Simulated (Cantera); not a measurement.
Source: NASA polynomial tables (part measured, part estimated), evaluated in Cantera. Values are per mole of reaction as written; species without (g) are pure solids or liquids, kept so even where they would boil at 1 bar.

3 S + 4 Fe(OH)₃ = 3 FeSO₄ + Fe + 12 H(g)

```tsv
T (K)	ΔH° (kJ)	ΔS° (J/K)	ΔG° (kJ)	log10 K
573	(withheld)	(withheld)	(withheld)	(withheld)
598	3168.2	1273.6	2406.6	-210.21
623	3168.9	1274.8	2374.7	-199.10
648	(withheld)	(withheld)	(withheld)	(withheld)
673	3170.4	1277.2	2310.9	-179.36
```

### Question
Some entries are withheld; supply them.

### Answer

- 573, ΔH° (kJ): 3167.5
- 573, ΔS° (J/K): 1272.5
- 573, ΔG° (kJ): 2438.4
- 573, log10 K: -222.28
- 648, ΔH° (kJ): 3169.7
- 648, ΔS° (J/K): 1276.0
- 648, ΔG° (kJ): 2342.8
- 648, log10 K: -188.85
